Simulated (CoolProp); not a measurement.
Vapour-liquid equilibrium of toluene (1) + o-xylene (2) at 123.85 °C; x and y are mole fractions of (1).

Computed with CoolProp (multi-fluid Helmholtz-energy mixture model, Lemmon 2006 and Zhou 2012; pair parameters Bell 2016).

### Question
Give the bubble pressure and the first vapour's composition at x = 0.2, 0.35, 0.65. Is there an azeotrope?

### Answer
x = 0.2: 0.07419 MPa, y = 0.382; x = 0.35: 0.08769 MPa, y = 0.573; x = 0.65: 0.1147 MPa, y = 0.821. No azeotrope shows between x = 0.05 and 0.95.

Pair parameters are fitted to limited data, so mixtures are less certain than the pure fluids.
